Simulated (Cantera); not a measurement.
A closed system holds: 1 mol CaO, 1.3 mol HF, 1.6 mol O₂, held at 1377 °C and 11.0 Pa.

Cantera equilibrium calculation (NASA polynomials, part measured and part estimated; ideal gas, pure solids and liquids). Candidate condensed phases: Ca, CaF₂, CaO, Ca(OH)₂, H₂O; 29 gas species. Rates play no part.

Base state: O₂ 0.549, HF 0.340, CaF₂ 0.0537, H₂O 0.0525, OH 0.00231, O 0.00183, H₂ 7.92e-5, H 7.71e-5 (mole fractions); condensed: CaO(s).

Problem. What changes in the equilibrium state with this change: temperature from 1377 °C to 1125 °C?

Solution. 
```csv
species,before,after
O₂,0.549,0.623
HF,0.340,0.244
H₂O,0.0525,0.131
CaF₂,0.0537,0.00189
H,7.71e-5,1.19e-6
F,2.43e-5,5.22e-7
O,0.00183,6.92e-5
H₂,7.92e-5,6.95e-6
OH,0.00231,0.000443
"CaO(s), mol",0.844,0.663
"CaF₂(s), mol",0,0.332
```
Mutual solubility and eutectic melting of coexisting phases are not modelled.
